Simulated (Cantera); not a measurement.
An isothermal, constant-pressure homogeneous reactor starts with 38.2 % H2, 34.7 % O2, 27.1 % N2, at 1175 K and 0.132 atm.

Cantera simulation using GRI-Mech 3.0 (53 species, 325 reactions); the numbers are that mechanism's predictions, not measurements. The temperature is held fixed by assumption; the heat of reaction is taken as removed at once.

x: mole fraction; the columns are a selection and need not sum to one.

```json
[
 {"t (s)": "3.00e-6", "x H2": "0.382", "x O2": "0.347", "x H2O2": "<1e-12", "x OH": "1.32e-10", "x NO": "<1e-12"},
 {"t (s)": "1.58e-5", "x H2": "0.382", "x O2": "0.347", "x H2O2": "2.36e-11", "x OH": "___", "x NO": "<1e-12"},
 {"t (s)": "8.35e-5", "x H2": "0.382", "x O2": "0.347", "x H2O2": "1.99e-9", "x OH": "___", "x NO": "<1e-12"},
 {"t (s)": "0.000440", "x H2": "0.0177", "x O2": "0.195", "x H2O2": "6.55e-6", "x OH": "___", "x NO": "3.85e-6"},
 {"t (s)": "0.00232", "x H2": "0.000361", "x O2": "0.193", "x H2O2": "2.03e-6", "x OH": "___", "x NO": "4.11e-6"},
 {"t (s)": "0.0122", "x H2": "1.16e-5", "x O2": "0.193", "x H2O2": "2.81e-7", "x OH": "___", "x NO": "4.08e-6"},
 {"t (s)": "0.0646", "x H2": "8.94e-7", "x O2": "0.193", "x H2O2": "4.57e-8", "x OH": "___", "x NO": "4.10e-6"},
 {"t (s)": "0.341", "x H2": "1.30e-7", "x O2": "0.193", "x H2O2": "8.58e-9", "x OH": "___", "x NO": "4.12e-6"},
 {"t (s)": "1.80", "x H2": "3.03e-8", "x O2": "0.193", "x H2O2": "2.08e-9", "x OH": "___", "x NO": "4.12e-6"},
 {"t (s)": "9.48", "x H2": "2.21e-8", "x O2": "0.193", "x H2O2": "1.45e-9", "x OH": "7.48e-6", "x NO": "4.11e-6"},
 {"t (s)": "50.0", "x H2": "2.21e-8", "x O2": "0.193", "x H2O2": "1.44e-9", "x OH": "7.47e-6", "x NO": "4.11e-6"}
]
```

What belongs in the gaps?


- 1.58e-5, x OH: 2.05e-9
- 8.35e-5, x OH: 1.82e-6
- 0.000440, x OH: 0.00656
- 0.00232, x OH: 0.000648
- 0.0122, x OH: 0.000145
- 0.0646, x OH: 4.82e-5
- 0.341, x OH: 1.93e-5
- 1.80, x OH: 9.10e-6
